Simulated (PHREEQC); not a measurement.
Dissolve 0.09 mol/kgw HF, 0.00037 mol/kgw NaBF4 and 0.024 mol/kgw H3PO4 at 25 °C. Closed to the air; pH follows from the charge balance.

The numbers come from PHREEQC with the ion-association model, phreeqc.dat.

The pH comes out as 1.87 and the ionic strength comes out as 0.0153 mol/kgw. The total alkalinity is -115 meq/kg.

| species | molality | activity | log γ |
|---|---|---|---|
| HF | 0.0824 | 0.0827 | 0.002 |
| H3PO4 | 0.0153 | 0.0153 | 0.002 |
| H+ | 0.0149 | 0.0134 | -0.046 |
| H2PO4- | 0.00874 | 0.00776 | -0.052 |
| F- | 0.00467 | 0.00411 | -0.055 |
| HF2- | 0.00148 | 0.00130 | -0.054 |
| Na+ | 0.000369 | 0.000327 | -0.053 |
| BF4- | 0.000368 | 0.000325 | -0.054 |
| BF3OH- | 1.64e-6 | 1.45e-6 | -0.054 |
| NaF | 7.72e-7 | 7.74e-7 | 0.002 |
| HPO4-2 | 5.83e-8 | 3.60e-8 | -0.210 |
| BF2(OH)2- | 2.70e-8 | 2.39e-8 | -0.054 |
| H3BO3 | 2.45e-9 | 2.46e-9 | 0.002 |

No solid was allowed to form. Real BF4- forms and hydrolyses slowly; the run takes it at equilibrium.
